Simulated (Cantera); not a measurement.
**Pyrogenic steam for wet oxidation**

An isothermal, constant-pressure homogeneous reactor starts with 4.46 % H2, 7.96 % O2, 87.6 % N2, equivalence ratio 0.28, at 875 K and 750 Torr.

Detailed kinetics in Cantera: the H2/O2 subset of GRI-Mech 3.0, which has no nitrogen chemistry. Below about 950 K walls govern HO2 and H2O2 in real vessels. The temperature is held fixed by assumption; the heat of reaction is taken as removed at once.

```csv
t (s),x H2,x O2,x OH,x H2O,x H,x O
3.00e-5,0.0446,0.0796,<1e-12,<1e-12,<1e-12,<1e-12
8.35e-5,0.0446,0.0796,<1e-12,1.54e-12,<1e-12,<1e-12
0.000232,0.0446,0.0796,<1e-12,6.24e-12,<1e-12,<1e-12
0.000646,0.0446,0.0796,<1e-12,1.98e-11,<1e-12,<1e-12
0.00180,0.0446,0.0796,<1e-12,5.82e-11,<1e-12,<1e-12
0.00500,0.0446,0.0796,<1e-12,1.69e-10,1.03e-12,<1e-12
0.0139,0.0446,0.0796,<1e-12,5.10e-10,1.19e-12,<1e-12
0.0387,0.0446,0.0796,<1e-12,1.80e-9,1.71e-12,<1e-12
0.108,0.0446,0.0796,<1e-12,9.98e-9,4.19e-12,1.26e-12
0.300,0.0446,0.0796,3.48e-12,1.53e-7,3.15e-11,9.46e-12
0.834,0.0446,0.0796,1.77e-10,1.48e-5,1.13e-9,3.37e-10
2.32,0.0415,0.0781,1.01e-8,0.00286,4.40e-8,1.28e-8
6.46,0.0191,0.0675,1.76e-8,0.0258,3.37e-8,1.67e-8
18.0,0.00117,0.0592,1.74e-8,0.0444,2.23e-9,9.69e-9
50.0,7.06e-5,0.0587,3.43e-9,0.0455,2.65e-11,5.24e-10
```
x: mole fraction; the columns are a selection and need not sum to one.

Equilibrium at this temperature and pressure: H2 <1e-12, O2 0.0586, OH 3.48e-9, H2O 0.0456, H <1e-12, O <1e-12 (gas phase only).
